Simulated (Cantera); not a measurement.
A closed system holds: 1 mol H2S, 0.73 mol H2O, 6.6 mol N2, held at 3248 K and 1700000 Pa.

These are equilibrium values from Cantera (NASA tables, ideal gas, pure condensed phases), not measurements of a reactor. Candidate condensed phases: H2O, H2SO4, S; 35 gas species. The numbers say what is thermodynamically allowed, not how fast it happens.

Base state: N2 0.720, H2 0.116, H2O 0.0436, H 0.0264, S2 0.0208, SO 0.0206, SH 0.0190, S 0.0173 (mole fractions); condensed: gas only.

**Question.** What changes in the equilibrium state with this change: temperature from 3248 K to 775 K?

**Answer.** 
```
species    before     after
-------  --------  --------
N2          0.720     0.792
H2S       0.00504     0.119
H2O        0.0436    0.0876
H2          0.116  0.000570
H          0.0264     <1e-9
SO         0.0206     <1e-9
S          0.0173     <1e-9
SH         0.0190   2.37e-8
S2         0.0208  0.000272
OH        0.00393     <1e-9
NO        0.00116     <1e-9
O        0.000533     <1e-9
```
Gases not in the tables: S3 to S7.

**Question.** What changes in the equilibrium state with this change: pressure from 1700000 Pa to 101000 Pa?

**Answer.** 
```csv
species,before,after
N2,0.720,0.673
H,0.0264,0.0986
H2,0.116,0.0966
S,0.0173,0.0427
S2,0.0208,0.00755
H2O,0.0436,0.0208
SH,0.0190,0.0105
SO,0.0206,0.0291
O,0.000533,0.00511
H2S,0.00504,0.000619
O2,7.82e-5,0.000429
S2O,0.000310,6.43e-5
```

**Question.** What changes in the equilibrium state with this change: N2 from 6.6 to 0.21 mol?

**Answer.** 
```tsv
species	before	after
H2	0.116	0.383
H2O	0.0436	0.183
S2	0.0208	0.0858
N2	0.720	0.0801
H2S	0.00504	0.0338
SH	0.0190	0.0703
SO2	0.00477	0.0157
SO	0.0206	0.0532
S	0.0173	0.0351
H	0.0264	0.0479
S2O	0.000310	0.00163
N	1.26e-5	4.19e-6
NO	0.00116	0.000493
OH	0.00393	0.00908
```
